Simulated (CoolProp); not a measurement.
Values from CoolProp's reference Helmholtz-energy equation of state, Span 2000.

Give the vapour pressure (bar), enthalpy of vaporisation (kJ/kg), liquid cp (kJ/(kg K)), vapour Z of saturated nitrogen at -190.65, -174.55 °C.


```json
[
 {"T (°C)": "-190.65", "p (bar)": "1.78", "enthalpy of vaporisation (kJ/kg)": "192", "liquid cp (kJ/(kg K))": "2.07", "vapour Z": "0.936"},
 {"T (°C)": "-174.55", "p (bar)": "7.05", "enthalpy of vaporisation (kJ/kg)": "164", "liquid cp (kJ/(kg K))": "2.28", "vapour Z": "0.832"}
]
```
